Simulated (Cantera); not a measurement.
A closed system holds: 1 mol Si3N4, 0.002 mol Si, 0.025 mol H2, equilibrated at 0.00950 bar.

Cantera equilibrium calculation (NASA polynomials, part measured and part estimated; ideal gas, pure solids and liquids). Candidate condensed phases: Si, Si3N4; 18 gas species. Mutual solubility and eutectic melting of coexisting phases are not modelled. The tables' values for SiN are old estimates; treat these amounts as uncertain. Gases not in the tables: Si2H6 and higher silanes. Kinetics and transport are ignored.

x: gas mole fraction; n: condensed amount in mol.

```json
[
 {"T (K)": "1673", "x N2": "0.105", "x H2": "0.894", "x Si": "4.40e-5", "x H": "0.00110", "x Si2": "1.69e-7", "n Si(s)": "0.00639", "n Si3N4(s)": "0.999", "n Si(l)": "(withheld)"},
 {"T (K)": "1773", "x N2": "0.592", "x H2": "0.405", "x Si": "0.000224", "x H": "0.00186", "x Si2": "1.25e-6", "n Si(s)": "0", "n Si3N4(s)": "0.982", "n Si(l)": "(withheld)"},
 {"T (K)": "1873", "x N2": "0.986", "x H2": "0.0120", "x Si": "0.000928", "x H": "0.000724", "x Si2": "6.93e-6", "n Si(s)": "0", "n Si3N4(s)": "0", "n Si(l)": "3.00"},
 {"T (K)": "1973", "x N2": "0.983", "x H2": "0.0115", "x Si": "0.00332", "x H": "0.00149", "x Si2": "3.22e-5", "n Si(s)": "0", "n Si3N4(s)": "0", "n Si(l)": "2.99"},
 {"T (K)": "2073", "x N2": "0.975", "x H2": "0.0108", "x Si": "0.0105", "x H": "0.00280", "x Si2": "0.000129", "n Si(s)": "0", "n Si3N4(s)": "0", "n Si(l)": "2.98"},
 {"T (K)": "2173", "x N2": "0.954", "x H2": "0.00946", "x Si": "0.0298", "x H": "0.00481", "x Si2": "0.000452", "n Si(s)": "0", "n Si3N4(s)": "0", "n Si(l)": "2.93"},
 {"T (K)": "2273", "x N2": "0.904", "x H2": "0.00746", "x Si": "0.0770", "x H": "0.00745", "x Si2": "0.00142", "n Si(s)": "0", "n Si3N4(s)": "0", "n Si(l)": "2.82"},
 {"T (K)": "2373", "x N2": "0.793", "x H2": "0.00478", "x Si": "0.184", "x H": "0.00990", "x Si2": "0.00402", "n Si(s)": "0", "n Si3N4(s)": "0", "n Si(l)": "(withheld)"}
]
```

Question: Fill in the missing entries.

Answer: 
- 1673, n Si(l): 0
- 1773, n Si(l): 0.0567
- 2373, n Si(l): 2.50
